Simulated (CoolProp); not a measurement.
Model: reference Helmholtz-energy equation of state, Thol 2019, in CoolProp.

Problem. For dodecamethylpentasiloxane (MD3M), give the phase and the density (kg/m³), cp (kJ/(kg K)), isothermal compressibility (1/MPa), expansivity (1/kK) at 352.4 K and 1280 kPa; 378.7 K and 1280 kPa; 431.3 K and 1280 kPa.

Solution. 
- 352.4 K and 1280 kPa: liquid; density 820, cp 1.83, isothermal compressibility 0.00228, expansivity 1.17
- 378.7 K and 1280 kPa: liquid; density 794, cp 1.89, isothermal compressibility 0.00283, expansivity 1.23
- 431.3 K and 1280 kPa: liquid; density 741, cp 2.00, isothermal compressibility 0.00457, expansivity 1.39
